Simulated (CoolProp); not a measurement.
A simple Rankine cycle with R115: condensing at 290.15 K, boiler at 2.51 MPa, turbine inlet 344.4 K, turbine efficiency 0.85, pump efficiency 0.6, no recuperator. Each further row changes one setting.

Values from CoolProp's reference Helmholtz-energy equation of state, Lemmon 2016.

```
case                             thermal efficiency (%)  net work (kJ/kg)  heat in (kJ/kg)  turbine exit temperature (K)  volume ratio over the turbine
-------------------------------  ----------------------  ----------------  ---------------  ----------------------------  -----------------------------
as stated                                           9.1              10.6              116                         297.7                           4.57
turbine inlet 364.4 K                               9.4              13.3              140                         324.9                           3.95
condensing temperature 282.15 K                    10.5              13.0              124                         291.7                           5.81
boiler pressure 1.76 MPa                            7.3              9.58              131                         317.8                           2.62
turbine efficiency 0.75                             7.8              9.06              116                         299.6                           4.62
```
